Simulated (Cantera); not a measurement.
An adiabatic, constant-volume homogeneous reactor starts with C₂H₄ : O₂ : N₂ : H₂O = 1 : 2.5 : 9.4 : 0.55 (molar parts), at 1050 K and 0.210 bar. Integrator tolerance rtol = 1e-08.

Computed with Cantera and GRI-Mech 3.0 (53 species, 325 reactions). GRI-Mech 3.0 was tuned for natural gas; its chemistry of ethylene as a main component is partial and can be far from experiment.

### Question
What does this change do: pressure from 0.210 bar to 0.260 bar?

### Answer
```json
[
 {"quantity": "time of steepest temperature rise", "before": "18.0 ms", "after": "20.0 ms"},
 {"quantity": "temperature at 0.500 s", "before": "2751 K", "after": "2769 K"},
 {"quantity": "equilibrium temperature", "before": "2751 K", "after": "2769 K"},
 {"quantity": "x(C₂H₄) at 0.500 s", "before": "<1e-12 (gas-phase equilibrium <1e-12)", "after": "<1e-12 (gas-phase equilibrium <1e-12)"},
 {"quantity": "x(O₂) at 0.500 s", "before": "0.0122 (gas-phase equilibrium 0.0122)", "after": "0.0118 (gas-phase equilibrium 0.0118)"},
 {"quantity": "x(H₂O) at 0.500 s", "before": "0.131 (gas-phase equilibrium 0.131)", "after": "0.132 (gas-phase equilibrium 0.132)"},
 {"quantity": "x(CH₃) at 0.500 s", "before": "<1e-12 (gas-phase equilibrium <1e-12)", "after": "<1e-12 (gas-phase equilibrium <1e-12)"},
 {"quantity": "x(OH) at 0.500 s", "before": "0.0189 (gas-phase equilibrium 0.0189)", "after": "0.0187 (gas-phase equilibrium 0.0187)"}
]
```

### Question
What does this change do: pressure from 0.210 bar to 1.00 bar?

### Answer
| quantity | before | after |
|---|---|---|
| time of steepest temperature rise | 18.0 ms | 34.7 ms |
| temperature at 0.500 s | 2751 K | 2883 K |
| equilibrium temperature | 2751 K | 2883 K |
| x(C₂H₄) at 0.500 s | <1e-12 (gas-phase equilibrium <1e-12) | <1e-12 (gas-phase equilibrium <1e-12) |
| x(O₂) at 0.500 s | 0.0122 (gas-phase equilibrium 0.0122) | 0.00927 (gas-phase equilibrium 0.00927) |
| x(H₂O) at 0.500 s | 0.131 (gas-phase equilibrium 0.131) | 0.139 (gas-phase equilibrium 0.139) |
| x(CH₃) at 0.500 s | <1e-12 (gas-phase equilibrium <1e-12) | <1e-12 (gas-phase equilibrium <1e-12) |
| x(OH) at 0.500 s | 0.0189 (gas-phase equilibrium 0.0189) | 0.0168 (gas-phase equilibrium 0.0168) |
